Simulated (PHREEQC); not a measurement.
Acid rinse or clean: an equilibrium model

Dissolve 62 mmol/kgw HNO3 and 62 mmol/kgw CuSO4 at 25 °C. Closed to the air; pH follows from the charge balance.

Model: ion-association model, phreeqc.dat, run in PHREEQC.

Each row changes one thing in this solution. This is a speciation only: nothing precipitates in the calculation.

```tsv
case	pH	ionic strength (mol/kgw)
as made	1.52	0.192
HNO3 from 0.062 to 0.0124 mol/kgw	2.30	0.146
HNO3 replaced by Pb(NO3)2 at the same molality	4.45	0.253
CuSO4 left out	1.28	0.0620
```

Some of these states are supersaturated (in Anglesite, for instance).
